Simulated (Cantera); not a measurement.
A freely propagating, adiabatic, planar premixed flame of CO : H2 : CH4 : O2 : N2 = 1 : 0.33 : 1.4 : 2.31 : 8.69 (molar parts), unburnt at 698 K and 3.00 bar; mixture-averaged transport, grid criteria slope 0.08 and curve 0.16, no radiation.

Model: GRI-Mech 3.0 (53 species, 325 reactions), integrated in Cantera. Burning velocities carry a grid error of a few per cent, more on coarse grids.

x: mole fraction of selected species; z is measured from the peak of heat release.

```csv
z (mm),T (K),u (m/s),x CO,x H2,x CH4,x NO,x H2O2,x C2H2
-0.462,699,0.992,0.0727,0.0257,0.102,<1e-8,3.29e-8,(withheld)
-0.308,703,1.00,0.0725,0.0284,0.101,2.00e-8,4.03e-7,(withheld)
-0.231,721,1.03,0.0725,0.0316,0.0996,1.06e-7,1.97e-6,(withheld)
-0.154,819,1.18,0.0740,0.0374,0.0927,8.33e-7,1.06e-5,(withheld)
-0.0769,1235,1.81,0.0855,0.0462,0.0639,6.56e-6,2.24e-5,(withheld)
-0.0385,1614,2.38,0.100,0.0509,0.0358,1.42e-5,6.52e-6,(withheld)
0,1958,2.91,0.115,0.0531,0.0108,2.74e-5,2.21e-6,(withheld)
0.0385,2131,3.17,0.118,0.0519,0.00180,4.75e-5,5.86e-7,(withheld)
0.0769,2188,3.25,0.115,0.0513,0.000264,6.81e-5,1.93e-7,(withheld)
0.154,2218,3.28,0.110,0.0522,9.52e-6,9.32e-5,8.01e-8,(withheld)
0.308,2239,3.30,0.108,0.0534,1.03e-7,0.000111,5.03e-8,(withheld)
0.616,2260,3.33,0.108,0.0538,<1e-8,0.000119,2.93e-8,<1e-8
1.23,2275,3.35,0.108,0.0540,<1e-8,0.000121,1.43e-8,<1e-8
```

### Question
Fill in the missing entries.

### Answer

- -0.462, x C2H2: 2.71e-8
- -0.308, x C2H2: 4.52e-7
- -0.231, x C2H2: 2.89e-6
- -0.154, x C2H2: 2.60e-5
- -0.0769, x C2H2: 0.000220
- -0.0385, x C2H2: 0.000568
- 0, x C2H2: 0.00107
- 0.0385, x C2H2: 0.000690
- 0.0769, x C2H2: 0.000221
- 0.154, x C2H2: 1.91e-5
- 0.308, x C2H2: 4.39e-7
